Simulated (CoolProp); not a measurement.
Vapour-liquid equilibrium of R152A (1) + R227EA (2) at 0.635 MPa; x and y are mole fractions of (1).

The numbers come from the multi-fluid Helmholtz-energy mixture model, Outcalt 1996 and Lemmon 2016; pair parameters Bell 2016 in CoolProp.

```tsv
x	bubble temperature (K)	y at the bubble point	dew temperature at overall composition x (K)	liquid density (mol/L)
0.05	309.3	0.056	309.3	8.056
0.125	308.7	0.144	308.8	8.351
0.2	308.0	0.234	308.3	8.664
0.275	307.2	0.322	307.7	8.995
0.35	306.4	0.408	307.0	9.346
0.425	305.5	0.489	306.2	9.718
0.5	304.6	0.566	305.4	10.11
0.575	303.8	0.638	304.5	10.53
0.65	303.0	0.706	303.7	10.98
0.725	302.3	0.771	302.8	11.46
0.8	301.6	0.833	302.0	11.97
0.875	301.1	0.895	301.2	12.52
0.95	300.6	0.957	300.6	13.11
```

No azeotrope shows between x = 0.05 and 0.95.

The pair parameters rest on a limited set of measurements; away from them the model extrapolates. The gap from Raoult's law changes sign with composition, which may be real or a fault of the pair parameters; it wasn't checked against measurements.
